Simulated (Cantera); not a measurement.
Feed: 1 mol HMDSO, 2.7 mol O2, held at 1.00 Torr.

Equilibrium computed with Cantera from the NASA thermochemical tables; the gas is ideal and each condensed phase is pure. Candidate condensed phases: C, C6H6, C7H8, C8H18, H2O, Si, SiC, SiO2; 123 gas species. The feed counts by its element totals alone. Mutual solubility and eutectic melting of coexisting phases are not modelled. The tables hold silica as quartz up to 1696 K and as liquid above; real silica turns to tridymite and cristobalite and melts near 1996 K. Kinetics and transport are ignored.

Over these rows the condensed part is SiC(s) + SiO2(β-quartz). Partial pressures as log10 of bar:

```csv
T (K),1000/T (1/K),log p SiO,log p H2,log p CO
1325,0.7547,-5.99,-3.06,-3.33
1350,0.7407,-5.64,-3.06,-3.33
1375,0.7273,?,-3.06,-3.33
1400,0.7143,-4.98,-3.07,-3.34
1425,0.7018,-4.67,-3.07,-3.34
1450,0.6897,-4.36,-3.08,-3.34
```

Q: Fit log p(SiO) = a + b·(1000/T) to the five rows, give the apparent enthalpy, and predict the row at 1375 K.

A: Means: 1000/T = 0.7202, log p = -5.128. Sxy = -0.072959, Sxx = 0.0029141, so b = -25.04 and a = -5.128 − (-25.04)×0.7202 = 12.91.
Apparent enthalpy: −19.145 × (-25.04) = 479 kJ/mol. With the condensed phases at unit activity, 1/3 SiC(s) + 2/3 SiO2(β-quartz) = SiO(g) + 1/3 CO(g) links this pressure to the main gases: over the six rows their terms move log p by +0.00 in all, so the slope is close to that reaction's ΔH°. The five rows lie within 0.01 of the line.
Prediction at 1375 K: 12.91 + (-25.04)×0.7273 = -5.30. The computed value is -5.30, 0.00 from the line.
